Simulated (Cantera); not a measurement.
Input: 1 mol CH3Cl, 0.36 mol Si, equilibrated at 0.133 bar.

Cantera equilibrium calculation (NASA polynomials, part measured and part estimated; ideal gas, pure solids and liquids). Candidate condensed phases: C, C6H6, C7H8, C8H18, Si, SiC; 109 gas species. The tables' values for SiCl3 are old estimates; treat these amounts as uncertain. The numbers say what is thermodynamically allowed, not how fast it happens. All values below are at 1100 °C.

Base state: H2 0.568, HCl 0.400, SiCl4 0.0221, SiCl3 0.00405, SiCl2 0.00343, SiHCl3 0.00199, CH4 0.000217, SiH2Cl2 2.65e-5 (mole fractions); condensed: C(graphite) + SiC(s).

**Question.** What changes in the equilibrium state with this change: Si from 0.36 to 0.02 mol?

**Answer.** 
| species | before | after |
|---|---|---|
| H2 | 0.568 | 0.522 |
| HCl | 0.400 | 0.467 |
| SiCl4 | 0.0221 | 0.00761 |
| SiH2Cl2 | 2.65e-5 | 5.63e-6 |
| SiCl2 | 0.00343 | 0.000792 |
| C(graphite), mol | 0.701 | 1.000 |
| SiC(s), mol | 0.298 | 0 |
